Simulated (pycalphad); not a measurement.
All values are pycalphad results on the COST 507 light-alloy database (1999) (1 atm), not direct measurements. The database dates from 1999; later assessments differ in places, in temperatures and in the compounds included. Diffusion is slow at the low end, where real alloys seldom reach equilibrium.

Molar enthalpy of Ti-2.61Hf-1.7B (at.%) in equilibrium (SER reference):

```csv
T (K),H (kJ/mol),phases
2850,110.10,liquid
2730,104.58,liquid
2610,99.06,liquid
2490,93.54,liquid
2370,88.03,liquid
2250,82.51,liquid
2130,77.00,liquid
2010,71.48,liquid
1970,69.65,liquid
1930,67.81,liquid
1890,62.69,liquid + bcc
1810,48.13,bcc + BM
1770,46.71,bcc + BM
1650,42.59,bcc + BM
1530,38.64,bcc + BM
1410,34.85,bcc + BM
1290,31.18,bcc + BM
1170,27.61,bcc + BM
1050,19.72,hcp + BM
930,15.80,hcp + BM
810,12.01,hcp + BM
690,8.36,hcp + BM
570,4.85,hcp + BM
```

Cooling from 1930 K to 1810 K, across the freezing range, releases 19.7 kJ/mol, or 389 J/g. The slope is 46 J/(mol K) in the liquid and 35 J/(mol K) just below the solidus, where it includes any heat of precipitation. Liquidus 1900 K, solidus 1814 K. Changes were sought between steps of 40 K, so a narrower field can be missed.

Database names, with the compositions (at.%) that they take in these runs: BM: Ti 50 B 50.
